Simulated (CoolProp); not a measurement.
Vapour-liquid equilibrium of carbon monoxide (1) + methane (2) at 4.35 bar; x and y are mole fractions of (1).

Values from CoolProp's multi-fluid Helmholtz-energy mixture model, Lemmon 2006 and Setzmann 1991; pair parameters Kunz 2012.

```csv
x,bubble temperature (°C),y at the bubble point,dew temperature at overall composition x (°C),liquid density (mol/L)
0.05,-145.7,0.289,-141.1,24.70
0.125,-152.5,0.567,-142.5,25.22
0.2,-157.8,0.724,-143.9,25.61
0.275,-161.8,0.814,-145.4,25.88
0.35,-164.9,0.868,-147.0,26.06
0.425,-167.2,0.902,-148.7,26.16
0.5,-169.0,0.925,-150.6,26.21
0.575,-170.5,0.942,-152.7,26.20
0.65,-171.7,0.955,-155.1,26.16
0.725,-172.7,0.965,-157.8,26.09
0.8,-173.7,0.975,-161.1,26.00
0.875,-174.6,0.984,-165.3,25.90
0.95,-175.5,0.993,-171.3,25.80
```

No azeotrope shows between x = 0.05 and 0.95.

Pair parameters are fitted to limited data, so mixtures are less certain than the pure fluids.
